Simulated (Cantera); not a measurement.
A perfectly stirred reactor is fed with 5.34 % C3H8, 16.7 % O2, 63.0 % N2, 15.0 % H2O, equivalence ratio 1.6, at 13.0 bar; it is adiabatic with a 448 K inlet, and is followed from long to short residence time, starting on the burning branch (τ in s: 0.23, 0.092, 0.037, 0.015, 0.006, 0.0024, 0.00098, 0.00039, 0.00016, 6.4e-05, 2.6e-05, 1e-05).

Detailed kinetics in Cantera: GRI-Mech 3.0 (53 species, 325 reactions). GRI-Mech 3.0 was tuned for natural gas; its chemistry of propane as a main component is partial and can be far from experiment. The pressure lies above the range GRI-Mech 3.0 was tuned for (to about 10 atm).

Q: Predict: blow-out, bracketed by the residence times tried; x(C3H8) at τ = 0.230 s; x(O2) at τ = 0.230 s; x(H2O) at τ = 0.230 s; x(CH2) at τ = 0.230 s; x(OH) at τ = 0.230 s; x(C3H8) at τ = 0.980 ms; x(O2) at τ = 0.980 ms; x(H2O) at τ = 0.980 ms; x(CH2) at τ = 0.980 ms; x(OH) at τ = 0.980 ms.

A: 
| Quantity | Value |
|---|---|
| blow-out, bracketed by the residence times tried | burning at 0.390 ms, out at 0.160 ms |
| x(C3H8) at τ = 0.230 s | 3.72e-7 |
| x(O2) at τ = 0.230 s | 8.72e-5 |
| x(H2O) at τ = 0.230 s | 0.232 |
| x(CH2) at τ = 0.230 s | 2.13e-8 |
| x(OH) at τ = 0.230 s | 7.41e-6 |
| x(C3H8) at τ = 0.980 ms | 7.39e-5 |
| x(O2) at τ = 0.980 ms | 0.00596 |
| x(H2O) at τ = 0.980 ms | 0.253 |
| x(CH2) at τ = 0.980 ms | 1.37e-6 |
| x(OH) at τ = 0.980 ms | 3.94e-5 |
